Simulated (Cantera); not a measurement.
An isothermal, constant-pressure homogeneous reactor starts with CH₄ : H₂O : H₂ = 1 : 0.7 : 0.42 (molar parts), at 1850 K and 0.330 bar.

Detailed kinetics in Cantera: GRI-Mech 3.0 (53 species, 325 reactions). GRI-Mech 3.0 stops at C3 and has no aromatics, soot or wall deposition, so with more carbon than oxygen in the feed, carbon stays in small species such as C2H2 where larger ones or solid carbon would form.

One state of this run: x CH₄ = 0.374; x H₂O = 0.313; x H₂ = 0.273; x HO₂ = 1.14e-12; x C₂H₄ = 0.0159. x: mole fraction; the columns are a selection and need not sum to one.

Question: Which value of t (s) does it belong to?
A. 0.0373
B. 0.268
C. 0.000373
D. 0.00139

Answer: C, 0.000373
